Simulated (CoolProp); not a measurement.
Vapour-liquid equilibrium of CH3F (R41) (1) + chloromethane (R40) (2) at 259.2 K; x and y are mole fractions of (1).

Model: multi-fluid Helmholtz-energy mixture model, Lemmon 2006 and Thol 2014; pair parameters Bell 2016, in CoolProp.

Problem. Give the bubble pressure and the first vapour's composition at x = 0.05, 0.125, 0.575. Is there an azeotrope?

Solution. x = 0.05: 2.178 bar, y = 0.316; x = 0.125: 3.140 bar, y = 0.550; x = 0.575: 8.573 bar, y = 0.899. No azeotrope shows between x = 0.05 and 0.95.

The pair parameters rest on a limited set of measurements; away from them the model extrapolates. The gap from Raoult's law changes sign with composition, which may be real or a fault of the pair parameters; it wasn't checked against measurements.
